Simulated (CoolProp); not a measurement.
Saturation properties of R22 (Tc = 96.1 °C, pc = 4990 kPa, ω = 0.221).

The numbers come from the reference Helmholtz-energy equation of state, Kamei 1995 in CoolProp.

```json
[
 {"T (°C)": "-70.35", "p (kPa)": "20.01", "enthalpy of vaporisation (kJ/kg)": "251.3", "liquid viscosity (µPa s)": "451", "vapour viscosity (µPa s)": "9.28", "liquid conductivity (mW/(m K))": "128"},
 {"T (°C)": "-61.85", "p (kPa)": "33.70", "enthalpy of vaporisation (kJ/kg)": "246.4", "liquid viscosity (µPa s)": "392", "vapour viscosity (µPa s)": "9.68", "liquid conductivity (mW/(m K))": "124"},
 {"T (°C)": "-53.35", "p (kPa)": "54.15", "enthalpy of vaporisation (kJ/kg)": "241.4", "liquid viscosity (µPa s)": "344", "vapour viscosity (µPa s)": "10.1", "liquid conductivity (mW/(m K))": "120"},
 {"T (°C)": "-44.95", "p (kPa)": "83.12", "enthalpy of vaporisation (kJ/kg)": "236.3", "liquid viscosity (µPa s)": "304", "vapour viscosity (µPa s)": "10.5", "liquid conductivity (mW/(m K))": "116"},
 {"T (°C)": "-36.45", "p (kPa)": "123.8", "enthalpy of vaporisation (kJ/kg)": "231.0", "liquid viscosity (µPa s)": "271", "vapour viscosity (µPa s)": "10.9", "liquid conductivity (mW/(m K))": "112"},
 {"T (°C)": "-27.95", "p (kPa)": "178.6", "enthalpy of vaporisation (kJ/kg)": "225.4", "liquid viscosity (µPa s)": "242", "vapour viscosity (µPa s)": "11.3", "liquid conductivity (mW/(m K))": "108"},
 {"T (°C)": "-19.45", "p (kPa)": "250.6", "enthalpy of vaporisation (kJ/kg)": "219.6", "liquid viscosity (µPa s)": "217", "vapour viscosity (µPa s)": "11.7", "liquid conductivity (mW/(m K))": "104"},
 {"T (°C)": "-10.95", "p (kPa)": "343.0", "enthalpy of vaporisation (kJ/kg)": "213.5", "liquid viscosity (µPa s)": "195", "vapour viscosity (µPa s)": "12.1", "liquid conductivity (mW/(m K))": "100"},
 {"T (°C)": "-2.45", "p (kPa)": "459.5", "enthalpy of vaporisation (kJ/kg)": "207.0", "liquid viscosity (µPa s)": "176", "vapour viscosity (µPa s)": "12.5", "liquid conductivity (mW/(m K))": "96.7"},
 {"T (°C)": "6.05", "p (kPa)": "603.5", "enthalpy of vaporisation (kJ/kg)": "200.1", "liquid viscosity (µPa s)": "159", "vapour viscosity (µPa s)": "13.0", "liquid conductivity (mW/(m K))": "92.9"},
 {"T (°C)": "14.55", "p (kPa)": "779.1", "enthalpy of vaporisation (kJ/kg)": "192.7", "liquid viscosity (µPa s)": "144", "vapour viscosity (µPa s)": "13.4", "liquid conductivity (mW/(m K))": "89.2"},
 {"T (°C)": "23.05", "p (kPa)": "990.1", "enthalpy of vaporisation (kJ/kg)": "184.7", "liquid viscosity (µPa s)": "130", "vapour viscosity (µPa s)": "13.8", "liquid conductivity (mW/(m K))": "85.4"}
]
```

It boils at -40.8 °C under 1 atm.

Viscosity comes from a separate model (Bell 2016), an estimate that may be off by 10 % or more. Thermal conductivity comes from a separate model (McLinden 2000), an estimate that may be off by 10 % or more.
